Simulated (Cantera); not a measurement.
A Cantera script and what it prints.

```python
import numpy as np
import cantera as ct

gas_names = """
    C CN CO CO2 C2 CCN CNC C2N2 C2O C3 C3O2 C4 C4N2 C5 N NCO NO NO2 NO3 N2 N2O O O2 O3 Pb PbO Pb2
""".split()
cond_names = """
    C(gr) Pb(cr) Pb(L) PbO(rd) PbO(yw) PbO(L) PbO2(s) Pb3O4(s)
""".split()


def load(file, names, dense=False):
    # The tables refer to 1 bar. Condensed volumes are neglected.
    table = {s.name: s for s in ct.Species.list_from_file(file)}
    out = []
    for n in names:
        d = dict(table[n].input_data)
        d["thermo"] = dict(d["thermo"], **{"reference-pressure": 1e5})
        if dense:
            d["equation-of-state"] = {"model": "constant-volume", "density": "1e6 g/cm^3"}
        out.append(ct.Species.from_dict(d))
    return out


gas = ct.Solution(thermo="ideal-gas", species=load("nasa_gas.yaml", gas_names))
cond = {s.name: ct.Solution(thermo="fixed-stoichiometry", species=[s], name=s.name)
        for s in load("nasa_condensed.yaml", cond_names, dense=True)}
atoms = {
    'PbO': {'Pb': 1, 'O': 1},
    'N2': {'N': 2},
    'CO': {'C': 1, 'O': 1},
}
top_T = {'C(gr)': 4500, 'Pb3O4(s)': 820}  # K; cautious upper limits of use, not melting points


def equilibrate(T, P, feed):
    n = {}
    for name, mol in feed.items():
        for a, k in atoms[name].items():
            n[a] = n.get(a, 0.0) + k * mol
    gas.TPX = T, P, n
    mass = sum(n.values()) * gas.mean_molecular_weight
    gas.equilibrate("TP")
    valid = [c for c in cond.values() if c.min_temp <= T <= top_T.get(c.name, c.max_temp)]
    mix = ct.Mixture([(gas, mass / gas.mean_molecular_weight)] + [(c, 0.0) for c in valid])
    mix.T, mix.P = T, P
    mix.equilibrate("TP", solver="vcs", rtol=1e-11, max_steps=5000)
    return mix


results = []
feed = {'PbO': 1, 'N2': 0.71, 'CO': 0.28}  # mol
P = 37000  # Pa
for T in [1148, 1198, 1248, 1298, 1348, 1398, 1448, 1498]:
    mix = equilibrate(T, P, feed)
    results.append((T, P, feed, dict(zip(mix.species_names, mix.species_moles))))

top = {s: max(r[3][s] / sum(r[3][g] for g in gas_names) for r in results) for s in gas_names}
cols = sorted((s for s in top if top[s] > 1e-06), key=lambda s: -top[s])[:9]
seen = [c for c in cond_names if any(r[3].get(c, 0) > 1e-12 for r in results)]
print("log10 of partial pressures in bar; condensed amounts in mol")
print(f"{'T/K':>10s}" + "".join(f"{s[:9]:>10s}" for s in cols + seen))
for T, P, feed, n in results:
    ng = sum(n[g] for g in gas_names)
    print(f"{T:10.4g}" + "".join(f"{np.log10(max(n[s] / ng * P / 1e5, 1e-99)):10.3f}" for s in cols)
          + "".join(f"{n.get(c, 0):10.4g}" for c in seen))
```

It prints:

```
log10 of partial pressures in bar; condensed amounts in mol
       T/K        N2       CO2        Pb       PbO        CO       Pb2        O2        NO     Pb(L)   PbO(yw)    PbO(L)
      1148    -0.577    -0.981    -3.553    -4.664    -4.530    -8.223    -9.530    -8.552    0.2792      0.72         0
      1198    -0.577    -0.981    -3.205    -4.184    -4.367    -7.643    -8.786    -8.006    0.2782         0    0.7199
      1248    -0.578    -0.982    -2.886    -3.755    -4.207    -7.111    -8.125    -7.516    0.2763         0    0.7197
      1298    -0.580    -0.984    -2.592    -3.361    -4.058    -6.621    -7.517    -7.066    0.2729         0    0.7191
      1348    -0.583    -0.988    -2.321    -2.998    -3.922    -6.169    -6.958    -6.651    0.2667         0    0.7176
      1398    -0.589    -0.994    -2.069    -2.663    -3.797    -5.751    -6.441    -6.269    0.2561         0    0.7145
      1448    -0.599    -1.004    -1.836    -2.353    -3.684    -5.363    -5.962    -5.917    0.2382         0    0.7081
      1498    -0.616    -1.022    -1.618    -2.065    -3.586    -5.002    -5.517    -5.593    0.2085         0    0.6955
```

Method: chemical equilibrium by Gibbs-energy minimisation in Cantera with the NASA 1993 tables (ideal gas, pure condensed phases). Each liquid is taken as pure. Mutual solubility and eutectic melting of coexisting phases are not modelled. Gases not in the tables: (PbO)n polymers.
